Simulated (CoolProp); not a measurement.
Saturated liquid density (kg/m³) of ethylene: the reference equation beside estimates from Tc = 9.2 °C, pc = 50.42 bar, ω = 0.087. Rackett uses Z = 0.29056 − 0.08775 ω.

Values from CoolProp's reference Helmholtz-energy equation of state, Smukala 2000.

```csv
T (°C),reference,Rackett,van der Waals,Redlich-Kwong,Soave-Redlich-Kwong,Peng-Robinson
-102.25,565.5,560.5,370.0,544.4,545.2,615.8
-91.85,550.3,545.8,360.4,527.6,529.4,598.6
-81.35,534.3,530.1,350.0,509.3,512.1,579.6
-70.95,517.6,513.8,339.0,489.8,493.4,558.9
-60.55,500.0,496.5,327.1,468.7,473.0,536.2
-50.05,480.9,477.7,314.2,445.3,450.3,510.6
-39.65,460.2,457.5,300.0,419.8,425.2,482.1
-29.15,436.9,434.7,284.0,391.0,396.5,449.2
-18.75,410.2,408.7,265.7,358.3,363.6,411.0
-8.35,377.2,376.8,243.6,319.0,323.7,364.2
```

Absolute difference from the reference over all 10 rows, mean and median: Rackett 0.6 and 0.7 %, van der Waals 34.8 and 34.6 %, Redlich-Kwong 7.9 and 6.8 %, Soave-Redlich-Kwong 7.0 and 5.9 %, Peng-Robinson 5.9 and 6.7 %.
